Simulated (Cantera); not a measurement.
# NO annealing gas

An isothermal, constant-pressure homogeneous reactor starts with NO : N2 = 1 : 0.26 (molar parts), at 2150 K and 0.0266 atm.

Cantera simulation using GRI-Mech 3.0 (53 species, 325 reactions); the numbers are that mechanism's predictions, not measurements. Radical loss at walls, strong at low pressure, is not modelled.

```csv
t (s),x NO,x O,x NO2,x N2O,x N2,x O2
1.00e-6,0.794,5.44e-8,1.05e-12,5.44e-8,0.206,1.73e-12
2.89e-6,0.794,1.58e-7,8.75e-12,1.57e-7,0.206,1.45e-11
8.38e-6,0.794,4.56e-7,7.36e-11,4.56e-7,0.206,1.22e-10
2.42e-5,0.794,1.32e-6,6.12e-10,1.32e-6,0.206,1.02e-9
7.02e-5,0.794,3.84e-6,5.03e-9,3.80e-6,0.206,8.57e-9
0.000203,0.794,1.12e-5,4.03e-8,1.09e-5,0.206,7.22e-8
0.000588,0.794,3.32e-5,2.97e-7,3.05e-5,0.206,6.17e-7
0.00170,0.793,0.000103,1.82e-6,8.03e-5,0.206,5.49e-6
0.00492,0.793,0.000337,7.99e-6,0.000179,0.206,5.36e-5
0.0143,0.791,0.00102,2.18e-5,0.000259,0.207,0.000549
0.0412,0.783,0.00190,3.52e-5,0.000227,0.211,0.00403
0.119,0.755,0.00246,5.09e-5,0.000193,0.225,0.0177
0.346,0.662,0.00351,7.85e-5,0.000129,0.271,0.0631
1.00,0.400,0.00544,8.45e-5,3.81e-5,0.401,0.193
```
x: mole fraction; the columns are a selection and need not sum to one.

Equilibrium at this temperature and pressure: NO 0.0133, O 0.00742, NO2 4.03e-6, N2O 1.06e-7, N2 0.594, O2 0.385 (gas phase only).
